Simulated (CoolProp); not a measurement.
Vapour-liquid equilibrium of n-hexane (1) + cyclohexane (2) at 1.24 MPa; x and y are mole fractions of (1).

Model: multi-fluid Helmholtz-energy mixture model, Thol 2019 and Zhou 2014; pair parameters Bell 2016, in CoolProp.

Q: Give the bubble temperature and the first vapour's composition at x = 0.5, 0.65, 0.95. Is there an azeotrope?

A: x = 0.5: 184.7 °C, y = 0.551; x = 0.65: 182.2 °C, y = 0.692; x = 0.95: 177.9 °C, y = 0.957. No azeotrope shows between x = 0.05 and 0.95.

The pair parameters rest on a limited set of measurements; away from them the model extrapolates.
